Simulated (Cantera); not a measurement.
# Ignition delay

Mixture: 24.4 % CO, 21.2 % H₂, 11.4 % O₂, 42.9 % N₂, equivalence ratio 2.0, at 1000000 Pa, adiabatic and at constant pressure. Ignition delay is the time to a rise of 400 K.

Detailed kinetics in Cantera: GRI-Mech 3.0 (53 species, 325 reactions). The hydrogen kinetics of GRI-Mech 3.0 are dated; newer H2 mechanisms differ, most at raised pressure. Where the delays flatten at high temperature, the 400 K rule measures the pace of heat release, not the induction time.

```tsv
T0 (K)	delay (ms)
1150	0.0792
1225	0.0156
1300	0.00591
1375	0.00339
1450	0.00233
1525	0.00175
1600	0.00139
1675	0.00115
```
